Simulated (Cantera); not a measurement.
An adiabatic, constant-volume homogeneous reactor starts with CO : H2 : O2 : N2 : CO2 = 1 : 0.12 : 0.255 : 0.957 : 0.077 (molar parts), at 1275 K and 27.0 bar. Integrator tolerance rtol = 1e-08.

Model: GRI-Mech 3.0 (53 species, 325 reactions), integrated in Cantera. The hydrogen kinetics of GRI-Mech 3.0 are dated; newer H2 mechanisms differ, most at raised pressure. The pressure lies above the range GRI-Mech 3.0 was tuned for (to about 10 atm). Above 3000 K some thermodynamic fits are extrapolated.

| quantity | before | after |
|---|---|---|
| time of steepest temperature rise | 12.9 µs | 14.1 µs |
| temperature at 4.00 s | 3040 K | 2780 K |
| equilibrium temperature | 3040 K | 2780 K |
| x(CO) at 4.00 s | 0.281 (gas-phase equilibrium 0.281) | 0.277 (gas-phase equilibrium 0.277) |
| x(H2) at 4.00 s | 0.00777 (gas-phase equilibrium 0.00777) | 0.00824 (gas-phase equilibrium 0.00824) |
| x(O2) at 4.00 s | 0.00150 (gas-phase equilibrium 0.00150) | 0.000468 (gas-phase equilibrium 0.000468) |
| x(N2O) at 4.00 s | 1.02e-6 (gas-phase equilibrium 1.02e-6) | 2.77e-7 (gas-phase equilibrium 2.77e-7) |
| x(NO) at 4.00 s | 0.00317 (gas-phase equilibrium 0.00317) | 0.00127 (gas-phase equilibrium 0.00127) |

Which change was made?
A) initial temperature 1275 to 1523 K
B) initial temperature 1275 to 1400 K
C) pressure from 27.0 bar to 5.00 bar
D) constant pressure in place of constant volume

D, constant pressure in place of constant volume
